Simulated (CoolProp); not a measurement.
Carbonyl sulfide at 197.23 K and 0.0116 MPa is compressed adiabatically to 0.0573 MPa with isentropic efficiency 0.8. Each further row changes one setting.

Computed with CoolProp (reference Helmholtz-energy equation of state, Lemmon 2006). It is a short technical equation, of lower accuracy than the large ones.

```tsv
case	work (kJ/kg)	final temperature (K)	final density (kg/m³)
as stated	65.2	299.3	?
efficiency 1	?	280.4	1.49
efficiency 0.65	?	?	?
```

Task: Fill in the missing entries.

Result: 
- as stated, final density (kg/m³): 1.39
- efficiency 1, work (kJ/kg): 52.1
- efficiency 0.65, work (kJ/kg): 80.2
- efficiency 0.65, final temperature (K): 320.6
- efficiency 0.65, final density (kg/m³): 1.30
